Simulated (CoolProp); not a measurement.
A closed Brayton cycle with nitrogen: compressor inlet 321.15 K and 3.2 MPa, high pressure 10.8 MPa, turbine inlet 735 K, compressor efficiency 0.8, turbine efficiency 0.93, recuperator effectiveness 0.8 (on enthalpy, no pinch check). Each further row changes one setting.

Computed with CoolProp (reference Helmholtz-energy equation of state, Span 2000).

| case | thermal efficiency (%) | net work (kJ/kg) | compressor to turbine work | compressor exit (K) | turbine exit (K) |
|---|---|---|---|---|---|
| as stated | 16.7 | 38.2 | 0.82 | 488.8 | 540.3 |
| turbine inlet 685 K | 11.3 | 23.3 | 0.88 | 488.8 | 502.0 |
| compressor inlet 331.15 K | ___ | 32.5 | ___ | 503.8 | 540.3 |
| high pressure 9.18 MPa | ___ | ___ | ___ | ___ | 563.2 |
| recuperator effectiveness 0.5 | 15.6 | 38.2 | 0.82 | 488.8 | 540.3 |

Task: Some entries are withheld; supply them.

Result: 
- compressor inlet 331.15 K, thermal efficiency (%): 14.4
- compressor inlet 331.15 K, compressor to turbine work: 0.85
- high pressure 9.18 MPa, thermal efficiency (%): 19.1
- high pressure 9.18 MPa, net work (kJ/kg): 41.0
- high pressure 9.18 MPa, compressor to turbine work: 0.78
- high pressure 9.18 MPa, compressor exit (K): 462.9
